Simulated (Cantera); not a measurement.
Diamond growth

A diamond (100) surface in a fixed gas of H2 with x(CH4) = 0.028, x(H) = 0.00038, x(CH3) = 0.00036, at 1050 K; coverages are run to steady state.

Computed with Cantera and the Harris–Goodwin 1993 mechanism for the reconstructed diamond (100) surface.

| P (Pa) | growth (µm/h) | θ c6HH | θ c6H* | θ c6*H | θ c6** | θ c6HM |
|---|---|---|---|---|---|---|
| 510 | 0.0797 | 0.552 | 0.0215 | 0.385 | 0.00840 | 0.0204 |
| 950 | 0.225 | 0.541 | 0.0210 | 0.376 | 0.00821 | 0.0354 |
| 1800 | 0.654 | 0.522 | 0.0202 | 0.362 | 0.00791 | 0.0592 |
| 3300 | 1.74 | 0.497 | 0.0192 | 0.344 | 0.00752 | 0.0897 |
| 6100 | 4.37 | 0.469 | 0.0181 | 0.324 | 0.00706 | 0.125 |
| 11000 | 9.82 | 0.443 | 0.0170 | 0.304 | 0.00664 | 0.158 |
| 21000 | 22.0 | 0.420 | 0.0161 | 0.287 | 0.00627 | 0.187 |
| 39000 | 44.9 | 0.404 | 0.0154 | 0.276 | 0.00602 | 0.207 |
θ: site fractions in the mechanism's names (c6HH fully hydrogenated, c6H* and c6*H radical sites, c6** diradical, c6HM methylated).
